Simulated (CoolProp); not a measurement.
The numbers come from the reference Helmholtz-energy equation of state, Lemmon 2016 in CoolProp.

Give the vapour pressure (MPa), enthalpy of vaporisation (kJ/kg), vapour Z of saturated R365MFC at 367.4, 375, 382.6 K.


```
T (K)  p (MPa)  enthalpy of vaporisation (kJ/kg)  vapour Z
-----  -------  --------------------------------  --------
367.4    0.510                               158     0.858
375      0.614                               153     0.839
382.6    0.733                               147     0.818
```
